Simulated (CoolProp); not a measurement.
CF4 (R14) along the isobar 21.1 bar: fugacity coefficient from the reference equation and from simpler models built on Tc = 227.4 K, pc = 37.62 bar, ω = 0.178; each cubic takes its own stable root.

Values from CoolProp's reference Helmholtz-energy equation of state, Platzer 1990. This equation is an older, rougher fit; its heat capacities, sound speeds and derivatives of the liquid may be far off and weren't checked against measurements.

| T (K) | phase | reference | Redlich-Kwong | Soave-Redlich-Kwong |
|---|---|---|---|---|
| 138.4 | liquid | 0.03137 | 0.04522 | 0.03127 |
| 143.9 | liquid | 0.04681 | 0.06578 | 0.04682 |
| 149.5 | liquid | 0.06779 | 0.09276 | 0.06802 |
| 155 | liquid | 0.09441 | 0.1258 | 0.09501 |
| 160.6 | liquid | 0.1285 | 0.1667 | 0.1296 |
| 166.2 | liquid | 0.1702 | 0.2150 | 0.1721 |
| 171.7 | liquid | 0.2191 | 0.2700 | 0.2220 |
| 177.3 | liquid | 0.2773 | 0.3332 | 0.2814 |
| 182.8 | liquid | 0.3429 | 0.4023 | 0.3483 |
| 188.4 | liquid | 0.4180 | 0.4790 | 0.4248 |
| 194 | liquid | 0.5012 | 0.5612 | 0.5092 |
| 199.5 | liquid | 0.5900 | 0.6463 | 0.5987 |
| 205.1 | liquid | 0.6866 | 0.7357 | 0.6952 |
| 210.6 | gas | 0.7618 | 0.7668 | 0.7612 |
| 216.2 | gas | 0.7817 | 0.7844 | 0.7809 |
